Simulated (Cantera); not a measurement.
A closed system holds: 1 mol TiO2, 1.1 mol Al2O3, 0.59 mol O2, held at 2175 K and 0.000700 bar.

Cantera equilibrium calculation (NASA polynomials, part measured and part estimated; ideal gas, pure solids and liquids). Candidate condensed phases: Al, Al2O3, Ti, TiO, TiO2, Ti2O3, Ti3O5, Ti4O7; 12 gas species. Mutual solubility and eutectic melting of coexisting phases are not modelled. Condensed phases not in the tables: mixed aluminates and titanates, alloys, solid solutions and most ternary compounds. Rates play no part.

Base state: O2 0.912, O 0.0831, TiO2 0.00533 (mole fractions); condensed: Al2O3(s) + TiO2(l).

Problem. What changes in the equilibrium state with this change: 0.0053 mol CH4 added?

Solution. 
| species | before | after |
|---|---|---|
| O2 | 0.912 | 0.880 |
| O | 0.0831 | 0.0817 |
| OH | 0 | 0.0118 |
| H2O | 0 | 0.00889 |
| AlO2H | 0 | 1.02e-5 |
| TiO2 | 0.00533 | 0.00533 |
| CO2 | 0 | 0.00701 |
| H | 0 | 0.00345 |
| CO | 0 | 0.00143 |
| Al2O3(s), mol | 1.10 | 1.10 |
| TiO2(l), mol | 0.997 | 0.997 |
Further candidate phases: C, C6H6, C7H8, C8H18, H2O, TiC.

Problem. What changes in the equilibrium state with this change: temperature from 2175 K to 1375 K?

Solution. 
| species | before | after |
|---|---|---|
| O2 | 0.912 | 1.000 |
| O | 0.0831 | 2.41e-5 |
| TiO2 | 0.00533 | <1e-9 |
| Al2O3(s), mol | 1.10 | 1.10 |
| TiO2(l), mol | 0.997 | 0 |
| TiO2(rutile), mol | 0 | 1.00 |
